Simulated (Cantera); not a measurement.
Charge: 1 mol Ta(OEt)5, 2.9 mol CH4, 67 mol H2, at 2200 K and 0.210 Pa.

Method: chemical equilibrium by Gibbs-energy minimisation in Cantera with the NASA 1993 tables (ideal gas, pure condensed phases). Candidate condensed phases: C, C6H6, C7H8, C8H18, H2O, Ta, TaC, Ta2O5; 113 gas species. The feed counts by its element totals alone. TaC: taken at fixed stoichiometry. Condensed phases not in the tables: Ta2C. The numbers say what is thermodynamically allowed, not how fast it happens.

Base state: H 0.913, H2 0.0551, CO 0.0300, C3 0.00115, C 0.000727, C2H2 (acetylene) 0.000141, C2 0.000100, C2H 8.10e-5 (mole fractions); condensed: C(graphite) + TaC(s).

### Question
What changes in the equilibrium state with this change: temperature from 2200 K to 1773 K?

### Answer
```tsv
species	before	after
H2	0.0551	0.776
H	0.913	0.173
CO	0.0300	0.0506
C2	0.000100	1.94e-9
C3	0.00115	2.36e-8
C(graphite), mol	6.09	6.88
TaC(s), mol	1.00	1.00
```
